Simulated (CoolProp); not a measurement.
Properties of R11 at several states.

Computed with CoolProp (reference Helmholtz-energy equation of state, Jacobsen 1992).

| T (K) | p (MPa) | phase | Joule-Thomson coefficient (K/MPa) | Prandtl number |
|---|---|---|---|---|
| 464 | 1.8 | gas | 13.54 | ? |
| 232.2 | 0.0468 | liquid | ? | ? |
| 470.3 | 0.0983 | gas | ? | ? |
| 419.8 | 4.86 | liquid | 0.3446 | ? |
| 425.5 | 14.7 | liquid | ? | ? |

### Question
What belongs in the gaps?

### Answer

- 464, Prandtl number: 0.767
- 232.2, Joule-Thomson coefficient (K/MPa): -0.5139
- 232.2, Prandtl number: 7.55
- 470.3, Joule-Thomson coefficient (K/MPa): 10.74
- 470.3, Prandtl number: 0.704
- 419.8, Prandtl number: 2.94
- 425.5, Joule-Thomson coefficient (K/MPa): -0.02737
- 425.5, Prandtl number: 2.92

Viscosity comes from a separate model (Klein 1997), an estimate that may be off by 10 % or more. Thermal conductivity comes from a separate model (McLinden 2000), an estimate that may be off by 10 % or more.
